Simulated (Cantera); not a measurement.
# Low-pressure radical oxidation in H2/O2

An isothermal, constant-pressure homogeneous reactor starts with 19.4 % H2, 80.6 % O2, equivalence ratio 0.12, at 1100 K and 10.00 Torr.

Computed with Cantera and GRI-Mech 3.0 (53 species, 325 reactions). Radical loss at walls, strong at low pressure, is not modelled. The temperature is held fixed by assumption; the heat of reaction is taken as removed at once.

```
t (s)        x H2   x O2     x HO2     x H2O       x O
--------  -------  -----  --------  --------  --------
2.00e-6     0.194  0.806  3.63e-11    <1e-12    <1e-12
7.66e-6     0.194  0.806  1.39e-10    <1e-12  5.92e-12
2.94e-5     0.194  0.806  5.34e-10  3.24e-11  7.73e-11
0.000112    0.194  0.806   2.05e-9   1.15e-9  9.49e-10
0.000431    0.194  0.806   8.23e-9   8.52e-8   3.45e-8
0.00165     0.183  0.801   4.73e-6   0.00739   0.00270
0.00632   0.00642  0.734   1.16e-5     0.174    0.0412
0.0242    0.00115  0.778   9.73e-6     0.209   0.00671
0.0928    5.98e-5  0.785   2.33e-6     0.214  0.000349
0.356     4.57e-6  0.786   3.06e-7     0.214   2.85e-5
1.36      6.20e-7  0.786   5.13e-8     0.214   4.11e-6
5.22      1.16e-7  0.786   1.13e-8     0.214   7.97e-7
20.0      2.58e-8  0.786   4.16e-9     0.214   1.80e-7
```
x: mole fraction; the columns are a selection and need not sum to one.

Equilibrium at this temperature and pressure: H2 2.78e-9, O2 0.786, HO2 5.34e-9, H2O 0.214, O 1.93e-8 (gas phase only).
